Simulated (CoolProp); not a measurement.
Vapour-liquid equilibrium of CHF3 (R23) (1) + R152A (2) at 205.9 K; x and y are mole fractions of (1).

The numbers come from the multi-fluid Helmholtz-energy mixture model, Penoncello 2003 and Outcalt 1996; pair parameters Bell 2016 in CoolProp.

```csv
x,bubble pressure (kPa),y at the bubble point,dew pressure at overall composition x (kPa),liquid density (mol/L)
0.05,17.99,0.507,9.743,16.77
0.125,31.73,0.740,10.54,17.02
0.2,46.19,0.836,11.47,17.27
0.275,61.28,0.887,12.59,17.52
0.35,76.92,0.919,13.94,17.77
0.425,92.99,0.941,15.63,18.02
0.5,109.4,0.956,17.77,18.27
0.575,126.0,0.967,20.60,18.52
0.65,142.8,0.976,24.50,18.77
0.725,159.7,0.983,30.22,19.01
0.8,176.6,0.989,39.44,19.25
0.875,193.5,0.994,56.83,19.48
0.95,210.5,0.998,102.3,19.69
```

No azeotrope shows between x = 0.05 and 0.95.

The pair parameters rest on a limited set of measurements; away from them the model extrapolates.
